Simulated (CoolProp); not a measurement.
Values from CoolProp's reference Helmholtz-energy equation of state, Akasaka 2023.

**Question.** For R1224YDZ, give the phase and the cp (kJ/(kg K)), cv (kJ/(kg K)), Joule-Thomson coefficient (K/MPa), isothermal compressibility (1/MPa) at 183.45 °C and 2.22 MPa; 183.45 °C and 24.4 MPa.

**Answer.** 
- 183.45 °C and 2.22 MPa: gas; cp 1.15, cv 0.980, Joule-Thomson coefficient 9.76, isothermal compressibility 0.588
- 183.45 °C and 24.4 MPa: supercritical; cp 1.29, cv 0.996, Joule-Thomson coefficient 0.00953, isothermal compressibility 0.00706
